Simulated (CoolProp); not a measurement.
A single-stage vapour-compression cycle with ammonia: evaporating at 252.15 K (dew point), condensing at 290.15 K (bubble point), superheat 10 K, subcooling 5 K, compressor efficiency 0.9, no pressure losses. Each further row changes one setting.

Model: reference Helmholtz-energy equation of state, Gao 2020, in CoolProp.

| case | cooling COP | pressure ratio | discharge temperature (K) | refrigerating effect (kJ/kg) | volumetric capacity (kJ/m³) |
|---|---|---|---|---|---|
| as stated | 5.08 | 4.28 | 375.8 | 1200 | 1770 |
| evaporating temperature 257.15 K | 6.09 | 3.44 | 362.8 | 1210 | 2180 |
| condensing temperature 285.15 K | 5.96 | 3.62 | 361.1 | 1230 | 1800 |
| subcooling 10 K | 5.18 | 4.28 | 375.8 | 1230 | 1800 |
| superheat 20 K | 4.96 | 4.28 | 389.7 | 1230 | 1730 |
| compressor efficiency 0.8 | 4.51 | 4.28 | 388.1 | 1200 | 1770 |
